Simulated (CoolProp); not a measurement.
Isopentane along the isotherm 226.85 °C: Z from the reference equation and from simpler models built on Tc = 187.2 °C, pc = 33.78 bar, ω = 0.227; each cubic takes its own stable root.

Values from CoolProp's reference Helmholtz-energy equation of state, Lemmon 2006. It is a short technical equation, of lower accuracy than the large ones.

```csv
p (bar),phase,reference
30.7,gas,0.7179
61.4,supercritical,0.3768
92.1,supercritical,0.4330
123,supercritical,0.5279
154,supercritical,0.6256
184,supercritical,0.7193
215,supercritical,0.8149
246,supercritical,0.9091
276,supercritical,0.9990
307,supercritical,1.091
338,supercritical,1.181
```

How far does each simpler model (van der Waals, Redlich-Kwong) lie from the reference over these 11 states: mean and median of the absolute difference, and the worst?


- van der Waals: mean 26.2 %, median 30.4 %, worst +31.7 % at 226.85 °C and 338 bar
- Redlich-Kwong: mean 5.0 %, median 4.4 %, worst +9.7 % at 226.85 °C and 92.1 bar
